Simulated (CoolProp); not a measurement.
Vapour-liquid equilibrium of propane (1) + R236EA (2) at 8.51 bar; x and y are mole fractions of (1).

Computed with CoolProp (multi-fluid Helmholtz-energy mixture model, Lemmon 2009 and Rui 2013; pair parameters Bell 2016).

| x | bubble temperature (°C) | y at the bubble point | dew temperature at overall composition x (°C) | liquid density (mol/L) |
|---|---|---|---|---|
| 0.05 | 62.6 | 0.238 | 71.2 | 8.533 |
| 0.2 | 40.4 | ? | ? | 9.180 |
| 0.35 | 30.6 | 0.741 | 56.9 | 9.554 |
| 0.5 | 26.5 | ? | 48.4 | 9.838 |
| 0.65 | 24.0 | 0.829 | 38.0 | ? |
| 0.8 | 22.1 | 0.874 | 25.9 | 10.57 |
| 0.95 | 20.8 | 0.955 | 20.8 | 11.11 |

Problem. Fill in the missing entries.

Solution. 
- 0.2, y at the bubble point: 0.619
- 0.2, dew temperature at overall composition x (°C): 64.4
- 0.5, y at the bubble point: 0.793
- 0.65, liquid density (mol/L): 10.15

No azeotrope shows between x = 0.05 and 0.95.

Pair parameters are fitted to limited data, so mixtures are less certain than the pure fluids. With so large a gap from Raoult's law the liquid may split in two, which this calculation doesn't test in full.
